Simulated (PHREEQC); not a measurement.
**Buffer**

A solution holds 0.033 mol HF and 0.006 mol NaF per kg of water, at 25 °C. Closed to the air; pH follows from the charge balance.

Computed with PHREEQC (ion-association model, phreeqc.dat).

```json
{
  "pH": "2.57",
  "ionic_strength": "0.00891 mol/kgw",
  "total_alkalinity": "-33.0 meq/kg"
}
```

```tsv
species	molality	activity	log γ
HF	0.0292	0.0292	0.001
F-	0.00801	0.00725	-0.043
Na+	0.00598	0.00543	-0.042
H+	0.00293	0.00269	-0.038
HF2-	0.000897	0.000813	-0.043
NaF	2.26e-5	2.26e-5	0.001
```

No solid was allowed to form. Species that the database lacks are ignored.
